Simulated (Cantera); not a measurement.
An isothermal, constant-pressure homogeneous reactor starts with CO : O₂ : H₂O : N₂ = 0.028 : 0.038 : 0.00022 : 1 (molar parts), at 1425 K and 0.320 bar.

Computed with Cantera and GRI-Mech 3.0 (53 species, 325 reactions).

x: mole fraction; the columns are a selection and need not sum to one.

```tsv
t (s)	x CO	x O₂	x H₂O	x NO₂	x O	x N₂O	x H₂O₂
0.000300	0.0263	0.0356	0.000206	<1e-12	8.89e-8	1.64e-12	<1e-12
0.000650	0.0263	0.0356	0.000206	<1e-12	2.02e-7	7.41e-12	<1e-12
0.00141	0.0263	0.0356	0.000206	<1e-12	5.59e-7	3.82e-11	<1e-12
0.00306	0.0263	0.0356	0.000206	<1e-12	3.15e-6	3.14e-10	<1e-12
0.00662	0.0261	0.0355	0.000202	<1e-12	0.000113	1.24e-8	6.24e-11
0.0144	___	___	___	7.82e-10	0.00462	5.91e-7	1.37e-9
0.0311	0.00832	0.0245	3.83e-5	7.73e-9	0.00472	6.09e-7	1.34e-9
0.0675	0.00258	0.0233	0.000130	1.39e-8	0.00140	5.81e-7	2.58e-9
0.146	0.000601	0.0229	0.000184	2.41e-8	0.000304	6.74e-7	1.22e-9
0.317	0.000133	0.0228	0.000199	3.76e-8	6.67e-5	6.60e-7	3.47e-10
0.687	2.95e-5	0.0228	0.000205	4.70e-8	1.53e-5	4.30e-7	8.87e-11
1.49	___	0.0228	0.000207	4.40e-8	___	___	2.35e-11
3.23	1.84e-6	0.0228	0.000208	3.25e-8	1.14e-6	4.03e-8	7.09e-12
7.00	6.73e-7	0.0228	0.000208	2.41e-8	4.87e-7	1.58e-8	3.06e-12
```

### Question
Complete the blanks.

### Answer

- 0.0144, x CO: 0.0189
- 0.0144, x O₂: 0.0297
- 0.0144, x H₂O: 5.42e-5
- 1.49, x CO: 6.94e-6
- 1.49, x O: 3.87e-6
- 1.49, x N₂O: 1.53e-7
